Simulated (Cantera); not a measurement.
A freely propagating, adiabatic, planar premixed flame of H2 : O2 : N2 = 1 : 0.455 : 1.71 (molar parts), equivalence ratio 1.1, unburnt at 473 K and 0.550 bar; mixture-averaged transport, grid criteria slope 0.08 and curve 0.16, no radiation.

Cantera simulation using the H2/O2 subset of GRI-Mech 3.0, which has no nitrogen chemistry; the numbers are that mechanism's predictions, not measurements. Burning velocities carry a grid error of a few per cent, more on coarse grids.

Question: Predict: laminar burning velocity; thermal thickness; peak x(H); peak x(OH); peak x(HO2).

Answer: 
- laminar burning velocity = 503 cm/s
- thermal thickness = 0.944 mm
- peak x(H) = 0.0707
- peak x(OH) = 0.0166
- peak x(HO2) = 0.000257
